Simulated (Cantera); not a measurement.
# Thermodynamics of boron, boron nitride and boron oxide, feed BCl3 + H2O

Input: 1 mol BCl3, 1.8 mol H2O, held at 0.140 bar.

Equilibrium computed with Cantera from the NASA thermochemical tables; the gas is ideal and each condensed phase is pure. Candidate condensed phases: B, B2O3, B3O3H3, H2O; 33 gas species. The tables' values for BOCl are old estimates; treat these amounts as uncertain. Gases not in the tables: H3BO3. Kinetics and transport are ignored.

```csv
T (K),x HCl,x HBO2,x H2O,x B2O3,x BOCl,x Cl,n B2O3(l)
850,0.909,5.05e-7,0.0899,<1e-12,9.50e-12,6.04e-8,0.497
950,0.909,6.97e-6,0.0904,1.92e-12,5.56e-10,7.54e-7,0.498
1050,0.909,5.70e-5,0.0906,2.33e-10,1.47e-8,5.68e-6,0.499
1150,0.909,0.000317,0.0905,1.19e-8,2.16e-7,2.90e-5,0.499
1250,0.908,0.00132,0.0900,3.15e-7,2.04e-6,0.000110,0.497
1350,0.907,0.00436,0.0884,5.02e-6,1.37e-5,0.000333,0.492
1450,0.902,0.0119,0.0843,5.37e-5,7.10e-5,0.000845,0.480
1550,0.893,0.0274,0.0759,0.000416,0.000303,0.00188,0.452
1650,0.875,0.0535,0.0618,0.00249,0.00113,0.00375,0.398
1750,0.842,0.0880,0.0432,0.0120,0.00384,0.00681,0.296
1850,0.775,0.122,0.0250,0.0481,0.0121,0.0112,0.0669
```
x: gas mole fraction; n: condensed amount in mol.

From 850 K to 1850 K the condensed part is B2O3(l).
